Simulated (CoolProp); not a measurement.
Properties of ammonia at several states (Tc = 132.4 °C, pc = 11.36 MPa, ω = 0.256).

The numbers come from the reference Helmholtz-energy equation of state, Gao 2020 in CoolProp.

```tsv
T (°C)	p (MPa)	phase	cp (kJ/(kg K))	isothermal compressibility (1/MPa)	viscosity (µPa s)	fugacity coefficient
-52.75	1.02	liquid	4.389	0.0006071	345	0.03386
365.55	0.604	gas	2.732	1.661	23.2	0.9966
203.75	0.0525	gas	2.420	19.07	17.0	0.9991
67.55	1.29	gas	2.729	0.8537	11.5	0.9210
425.95	5.86	gas	2.949	0.1742	25.7	0.9787
```

Viscosity comes from a separate model (Fenghour 1995).
